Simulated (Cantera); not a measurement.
Feed: 1 mol V, 0.12 mol N2O, 38 mol H2, equilibrated at 0.760 Pa.

Method: chemical equilibrium by Gibbs-energy minimisation in Cantera with the NASA 1993 tables (ideal gas, pure condensed phases). Candidate condensed phases: H2O, V, VN, VO, V2O3, V2O4, V2O5; 28 gas species. Mutual solubility and eutectic melting of coexisting phases are not modelled. VO: taken at fixed stoichiometry. Condensed phases not in the tables: V2N, N, O or C dissolved in the metal. Rates play no part.

What share of the V ends up in condensed phases as a function of T (K), at 1450, 1550, 1650, 1750, 1850, 1950, 2050, 2150, 2250?


| T (K) | V condensed (%) | as |
|---|---|---|
| 1450 | 100.0 | V(s) + VO(s) |
| 1550 | 99.7 | V(s) + VO(s) |
| 1650 | 96.8 | V(s) + VO(s) |
| 1750 | 73.0 | V(s) |
| 1850 | 0.0 | - |
| 1950 | 0.0 | - |
| 2050 | 0.0 | - |
| 2150 | 0.0 | - |
| 2250 | 0.0 | - |
